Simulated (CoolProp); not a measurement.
Properties of carbon monoxide along the isobar 182 kPa.

The numbers come from the reference Helmholtz-energy equation of state, Lemmon 2006 in CoolProp. It is a short technical equation, of lower accuracy than the large ones.

| T (°C) | phase | density (kg/m³) | cv (kJ/(kg K)) | speed of sound (m/s) | Joule-Thomson coefficient (K/MPa) |
|---|---|---|---|---|---|
| -158.65 | gas | … | 0.7539 | 214.9 | 13.87 |
| -121.75 | gas | 4.098 | … | … | 8.488 |
| -84.95 | gas | 3.277 | 0.7439 | … | 5.879 |
| -48.15 | gas | 2.733 | 0.7433 | … | 4.322 |
| -11.35 | gas | 2.346 | 0.7433 | 329.9 | 3.281 |
| 25.45 | gas | 2.055 | 0.7439 | 352.4 | 2.534 |
| 62.25 | gas | 1.828 | 0.7454 | 373.5 | 1.972 |
| 99.05 | gas | 1.647 | … | 393.3 | 1.532 |
| 135.85 | gas | 1.498 | 0.7519 | 412.0 | 1.181 |
| 172.75 | gas | 1.374 | 0.7571 | 429.7 | 0.8935 |

Q: Fill in the missing entries.

A: 
- -158.65, density (kg/m³): 5.505
- -121.75, cv (kJ/(kg K)): 0.7458
- -121.75, speed of sound (m/s): 249.4
- -84.95, speed of sound (m/s): 279.1
- -48.15, speed of sound (m/s): 305.6
- 99.05, cv (kJ/(kg K)): 0.7480
